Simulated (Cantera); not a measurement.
Input: 1 mol SiC, 0.088 mol O2, 650 mol N2, at 1725 K and 0.100 bar.

Equilibrium computed with Cantera from the NASA thermochemical tables; the gas is ideal and each condensed phase is pure. Candidate condensed phases: C, Si, SiC, SiO2, Si2N2O, Si3N4; 34 gas species. Mutual solubility and eutectic melting of coexisting phases are not modelled. Kinetics and transport are ignored.

Base state: N2 1.000, CO 0.000244, SiO 2.71e-5 (mole fractions); condensed: SiC(s) + Si3N4(s).

**Question.** What changes in the equilibrium state with this change: pressure from 0.100 bar to 0.00133 bar?

**Answer.** 
```
species          before     after
-------------  --------  --------
N2                1.000     1.000
CO             0.000244  0.000197
Si              8.57e-7  0.000118
SiO             2.71e-5   7.40e-5
SiC(s), mol       0.842     0.872
Si3N4(s), mol    0.0467         0
```
